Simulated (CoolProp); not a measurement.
Carbonyl sulfide at several states: fugacity coefficient from the reference equation and from simpler models built on Tc = 378.8 K, pc = 63.69 bar, ω = 0.098; each cubic takes its own stable root.

Computed with CoolProp (reference Helmholtz-energy equation of state, Lemmon 2006). It is a short technical equation, of lower accuracy than the large ones.

```json
[
 {"T (K)": "440.6", "p (bar)": "0.214", "phase": "gas", "reference": "0.9993", "van der Waals": "0.9993", "Soave-Redlich-Kwong": "0.9993", "Peng-Robinson": "0.9992"},
 {"T (K)": "180.9", "p (bar)": "0.47", "phase": "liquid", "reference": "0.1811", "van der Waals": "0.9883", "Soave-Redlich-Kwong": "0.1776", "Peng-Robinson": "0.1939"},
 {"T (K)": "208.6", "p (bar)": "18", "phase": "liquid", "reference": "0.02837", "van der Waals": "0.1846", "Soave-Redlich-Kwong": "0.02806", "Peng-Robinson": "0.02910"}
]
```

At some of these states van der Waals gives the other phase, because its saturation line lies elsewhere.
